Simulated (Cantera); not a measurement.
An adiabatic, constant-pressure homogeneous reactor starts with CO : H2 : CH4 : O2 : N2 = 1 : 0.14 : 0.24 : 1.33 : 5 (molar parts), at 1000 K and 0.987 atm. Integrator tolerance rtol = 1e-08.

Cantera simulation using GRI-Mech 3.0 (53 species, 325 reactions); the numbers are that mechanism's predictions, not measurements.

Problem. What does this change do: 0.25 parts H2O added?

Solution. 
```csv
quantity,before,after
time of steepest temperature rise,6.79 ms,8.16 ms
temperature at 0.600 s,2490 K,2453 K
equilibrium temperature,2490 K,2453 K
x(CO) at 0.600 s,0.0245 (gas-phase equilibrium 0.0245),0.0205 (gas-phase equilibrium 0.0205)
x(H2) at 0.600 s,0.00213 (gas-phase equilibrium 0.00213),0.00253 (gas-phase equilibrium 0.00253)
x(CH4) at 0.600 s,<1e-12 (gas-phase equilibrium <1e-12),<1e-12 (gas-phase equilibrium <1e-12)
x(OH) at 0.600 s,0.00840 (gas-phase equilibrium 0.00840),0.00867 (gas-phase equilibrium 0.00867)
x(O) at 0.600 s,0.00290 (gas-phase equilibrium 0.00290),0.00234 (gas-phase equilibrium 0.00234)
```

Problem. What does this change do: CH4 0.24 to 0.35 parts?

Solution. 
| quantity | before | after |
|---|---|---|
| time of steepest temperature rise | 6.79 ms | 13.2 ms |
| temperature at 0.600 s | 2490 K | 2560 K |
| equilibrium temperature | 2490 K | 2560 K |
| x(CO) at 0.600 s | 0.0245 (gas-phase equilibrium 0.0245) | 0.0438 (gas-phase equilibrium 0.0438) |
| x(H2) at 0.600 s | 0.00213 (gas-phase equilibrium 0.00213) | 0.00509 (gas-phase equilibrium 0.00509) |
| x(CH4) at 0.600 s | <1e-12 (gas-phase equilibrium <1e-12) | <1e-12 (gas-phase equilibrium <1e-12) |
| x(OH) at 0.600 s | 0.00840 (gas-phase equilibrium 0.00840) | 0.0103 (gas-phase equilibrium 0.0103) |
| x(O) at 0.600 s | 0.00290 (gas-phase equilibrium 0.00290) | 0.00308 (gas-phase equilibrium 0.00308) |
